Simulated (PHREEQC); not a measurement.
Copper plating or etch bath: an equilibrium model

Consider water at 5.2 °C with 20 mmol/kgw CuSO4, 0.073 mmol/kgw HNO3 and 27 mmol/kgw FeCl3. Closed to the air; pH follows from the charge balance.

Model: ion-association model, phreeqc.dat, run in PHREEQC.

Each row changes one thing in this solution. No solid was allowed to form.

```csv
case,pH,ionic strength (mol/kgw),Cl- (mol/kgw),Fe+3 (mol/kgw),FeCl+2 (mol/kgw),FeOH+2 (mol/kgw),SI of Goethite (FeOOH),SI of Hematite (Fe2O3)
as made,2.45,0.141,0.0769,0.00603,0.00248,0.00144,+4.57,+11.05
HNO3 left out,2.45,0.141,0.0769,0.00602,0.00247,0.00145,+4.57,+11.06
CuSO4 left out,2.21,0.137,0.0733,0.0135,0.00533,0.00190,[?],+10.36
FeCl3 from 0.027 to 0.0054 mol/kgw,[?],0.0650,0.0160,0.000429,4.33e-5,0.000548,+5.62,+13.16
CuSO4 from 0.02 to 0.018 mol/kgw,2.42,0.139,0.0766,0.00653,0.00268,0.00148,+4.54,+10.98
FeCl3 from 0.027 to 0.27 mol/kgw,2.07,0.831,0.526,0.0492,0.104,0.00438,+4.02,+9.96
diluted 100-fold with water,[?],0.00178,[?],2.74e-5,2.66e-7,0.000149,+6.18,+14.28
```

**Question.** What belongs in the gaps?

**Answer.** 
- CuSO4 left out, SI of Goethite (FeOOH): +4.22
- FeCl3 from 0.027 to 0.0054 mol/kgw, pH: 3.13
- diluted 100-fold with water, pH: 3.56
- diluted 100-fold with water, Cl- (mol/kgw): 0.000810

The ionic strength passes 0.7 mol/kgw, the rough limit of the ion-association models, in FeCl3 from 0.027 to 0.27 mol/kgw. Complexes and solids missing from the database can't appear. Some of these states are supersaturated (in Hematite (slow to form), Goethite (slow to form), for instance). Away from 25 °C the constants follow the database's enthalpies or fits; those with neither stay at their 25 °C values.
